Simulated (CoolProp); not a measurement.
Properties of hydrogen sulfide along the isotherm 364.7 K.

Values from CoolProp's reference Helmholtz-energy equation of state, Lemmon 2006. It is a short technical equation, of lower accuracy than the large ones.

```
p (kPa)   phase       Z  cp (kJ/(kg K))  speed of sound (m/s)  isothermal compressibility (1/MPa)  viscosity (µPa s)  fugacity coefficient
-------  ------  ------  --------------  --------------------  ----------------------------------  -----------------  --------------------
71.1        gas  0.9972           1.031                 341.1                               14.10               14.9                0.9972
111         gas  0.9956           1.034                 340.8                               9.049               14.9                0.9956
172         gas  0.9931           1.038                 340.3                               5.854               14.9                0.9932
269         gas  0.9892           1.044                 339.6                               3.758               14.9                0.9893
418         gas  0.9832           1.054                 338.4                               2.434               14.9                0.9834
651         gas  0.9736           1.070                 336.6                               1.579               14.8                0.9742
1010        gas  0.9586           1.097                 333.7                               1.034               14.8                0.9601
1580        gas  0.9338           1.145                 329.0                              0.6804               14.8                0.9377
2460        gas  0.8934           1.234                 321.3                              0.4599               14.8                0.9032
3830        gas  0.8234           1.432                 308.1                              0.3279               14.9                0.8496
5960        gas  0.6857           2.139                 283.0                              0.2820               16.0                0.7652
9280     liquid  0.1856           4.140                 437.5                             0.03574               61.6                0.5951
14400    liquid  0.2596           2.771                 573.3                             0.01295               73.7                0.4224
22500    liquid  0.3763           2.309                 694.6                            0.006873               85.8                0.3110
```

Viscosity comes from a separate model (Quiñones-Cisneros 2012).
